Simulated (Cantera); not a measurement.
Input (Python, Cantera):

```python
import numpy as np
import cantera as ct

gas = ct.Solution("gri30.yaml")
gas.TPX = 1675, 100000, {'CH4': 1, 'CO': 0.79, 'O2': 1.2, 'N2': 4.5}
reactor = ct.IdealGasReactor(gas, energy="on", clone=False)
net = ct.ReactorNet([reactor])
net.rtol, net.atol = 1e-08, 1e-16
show = ['CH4', 'CO', 'O2', 'H2', 'H2O', 'H2O2']
times = np.geomspace(3e-06, 2, 14)

steps = ct.SolutionArray(gas, extra=["t"])
rows = []
print(f"{'t/s':>10s}{'T/K':>9s}{'P/Pa':>11s}" + "".join(f"{s:>11s}" for s in show))
for t in times:
    while net.time < t:
        t_next = net.step()
        steps.append(gas.state, t=t_next)
    rows.append([np.interp(t, steps.t, y) for y in (steps.T, steps.P, *steps(*show).X.T)])
    print(f"{t:10.3e}{rows[-1][0]:9.1f}{rows[-1][1]:11.4g}" + "".join(f"{x:11.3e}" for x in rows[-1][2:]))
rate = np.gradient(steps.T, steps.t)
print("integrator steps:", len(steps.t))
if steps.T.max() > steps.T[0] + 200:
    print(f"time of steepest temperature rise: {steps.t[rate.argmax()]:.4e} s")
gas.TPX = 1675, 100000, {'CH4': 1, 'CO': 0.79, 'O2': 1.2, 'N2': 4.5}
gas.equilibrate("UV")
print(f"equilibrium (UV): T = {gas.T:.1f} K  " + "  ".join(f"{s} {gas[s].X[0]:.3e}" for s in show))
```

Output:

```
       t/s      T/K       P/Pa        CH4         CO         O2         H2        H2O       H2O2
 3.000e-06   1675.0      1e+05  1.335e-01  1.055e-01  1.602e-01  2.335e-06  1.999e-06  2.757e-08
 8.416e-06   1674.9  9.999e+04  1.335e-01  1.055e-01  1.602e-01  7.254e-06  8.359e-06  8.236e-08
 2.361e-05   1674.7  9.999e+04  1.334e-01  1.055e-01  1.602e-01  2.431e-05  3.931e-05  1.400e-07
 6.624e-05   1674.9      1e+05  1.329e-01  1.054e-01  1.600e-01  1.154e-04  2.377e-04  2.237e-07
 1.858e-04   1688.8  1.009e+05  1.282e-01  1.056e-01  1.574e-01  1.659e-03  2.899e-03  1.269e-06
 5.213e-04   2897.1  1.954e+05  4.224e-12  1.805e-01  7.675e-04  9.796e-02  1.207e-01  6.900e-08
 1.462e-03   2892.0  1.951e+05  4.366e-12  1.807e-01  7.298e-04  9.859e-02  1.203e-01  6.644e-08
 4.103e-03   2891.6  1.951e+05  4.376e-12  1.807e-01  7.274e-04  9.863e-02  1.203e-01  6.628e-08
 1.151e-02   2891.6  1.951e+05  4.376e-12  1.807e-01  7.274e-04  9.863e-02  1.203e-01  6.628e-08
 3.229e-02   2891.6  1.951e+05  4.376e-12  1.807e-01  7.274e-04  9.863e-02  1.203e-01  6.628e-08
 9.058e-02   2891.6  1.951e+05  4.376e-12  1.807e-01  7.274e-04  9.863e-02  1.203e-01  6.628e-08
 2.541e-01   2891.6  1.951e+05  4.376e-12  1.807e-01  7.274e-04  9.863e-02  1.203e-01  6.628e-08
 7.129e-01   2891.6  1.951e+05  4.376e-12  1.807e-01  7.274e-04  9.863e-02  1.203e-01  6.628e-08
 2.000e+00   2891.6  1.951e+05  4.376e-12  1.807e-01  7.274e-04  9.863e-02  1.203e-01  6.628e-08
integrator steps: 1714
time of steepest temperature rise: 3.1244e-04 s
equilibrium (UV): T = 2891.6 K  CH4 5.037e-12  CO 1.807e-01  O2 7.274e-04  H2 9.863e-02  H2O 1.203e-01  H2O2 6.628e-08
```

Model: GRI-Mech 3.0 (53 species, 325 reactions), integrated in Cantera.
